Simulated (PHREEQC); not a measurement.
Solution (20 °C): 0.2 mmol/kgw CaSO4, 120 mmol/kgw Na2SO4 and 0.003 mmol/kgw H4SiO4. Closed to the air; pH follows from the charge balance.

All values are PHREEQC results (Pitzer model, pitzer.dat), not measurements.

| quantity | before | after |
|---|---|---|
| pH | 7.31 | 7.07 |
| HSO4- (mol/kgw) | 1.36e-7 | 1.25e-9 |
| H3SiO4- (mol/kgw) | 1.24e-8 | 4.52e-9 |
| SI of Gypsum (CaSO4:2H2O) | -1.71 | -2.93 |
| SI of SiO2(a) (SiO2) | -2.81 | -2.82 |

### Question
What was changed between the two runs?
(A) Na2SO4 left out
(B) temperature from 20 to 85 °C
(C) Na2SO4 from 0.12 to 0.24 mol/kgw
(D) H4SiO4 replaced by K2SiO3 at the same molality
(E) temperature from 20 to 70 °C

### Answer
A, Na2SO4 left out

Precipitation was switched off in this run.
